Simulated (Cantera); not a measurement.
# Ignition delay

Mixture: 10.4 % CH₄, 18.8 % O₂, 70.8 % N₂, equivalence ratio 1.1, at 2.80 bar, adiabatic and at constant pressure. Ignition delay is the time to a rise of 400 K.

Cantera simulation using GRI-Mech 3.0 (53 species, 325 reactions); the numbers are that mechanism's predictions, not measurements.

| T0 (K) | delay (ms) |
|---|---|
| 1198 | 19.4 |
| 1298 | 5.35 |
| 1398 | 1.65 |
| 1498 | 0.567 |
| 1598 | 0.218 |
| 1698 | 0.0948 |

```yaml
apparent activation energy between 1498 and 1698 K: 190 kJ/mol
```
